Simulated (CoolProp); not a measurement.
A simple Rankine cycle with water: condensing at 333.15 K, boiler at 4.14 MPa, turbine inlet 527.6 K, turbine efficiency 0.75, pump efficiency 0.6, no recuperator. Each further row changes one setting.

Computed with CoolProp (reference Helmholtz-energy equation of state, Wagner 2002).

```tsv
case	thermal efficiency (%)	net work (kJ/kg)	heat in (kJ/kg)	turbine exit temperature (K)	volume ratio over the turbine
as stated	23.6	(withheld)	2550	333.1	(withheld)
turbine inlet 547.6 K	(withheld)	(withheld)	2620	333.1	(withheld)
condensing temperature 325.15 K	(withheld)	633	2580	325.2	186
boiler pressure 2.9 MPa	22.4	587	2620	333.1	88.7
turbine efficiency 0.65	20.4	(withheld)	2550	333.1	136
```

Q: Complete the blanks.

A: 
- as stated, net work (kJ/kg): 602
- as stated, volume ratio over the turbine: 131
- turbine inlet 547.6 K, thermal efficiency (%): 23.7
- turbine inlet 547.6 K, net work (kJ/kg): 622
- turbine inlet 547.6 K, volume ratio over the turbine: 124
- condensing temperature 325.15 K, thermal efficiency (%): 24.5
- turbine efficiency 0.65, net work (kJ/kg): 521

The expansion ends wet for: as stated; turbine inlet 547.6 K; condensing temperature 325.15 K; boiler pressure 2.9 MPa; turbine efficiency 0.65.
